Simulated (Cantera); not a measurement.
Input: 1 mol CH₃Cl, 0.41 mol CH₄, at 52.0 mbar.

These are equilibrium values from Cantera (NASA tables, ideal gas, pure condensed phases), not measurements of a reactor. Candidate condensed phases: C, C₆H₆, C₇H₈, C₈H₁₈; 91 gas species. The numbers say what is thermodynamically allowed, not how fast it happens.

**Question.** At 1650 K, list the 4 most abundant gas species with their mole fractions, and the condensed phases.

**Answer.** H₂ 0.645, HCl 0.354, H 0.000320, Cl 0.000138. Condensed: C(graphite).
